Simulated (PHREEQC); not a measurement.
Consider water at 20 °C with 2.3 mmol/kgw H2SO4 and 6.3 mmol/kgw Mn(NO3)2. Closed to the air; pH follows from the charge balance.

The numbers come from PHREEQC with the ion-association model, phreeqc.dat.

This is a speciation only: nothing precipitates in the calculation.

Q: Order these S species by the share of S that they hold, largest first: HSO4-, SO4-2, MnSO4.

A: SO4-2 (66 %), MnSO4 (20 %), HSO4- (14 %)

The pH is 2.42 and the ionic strength 0.0233 mol/kgw.
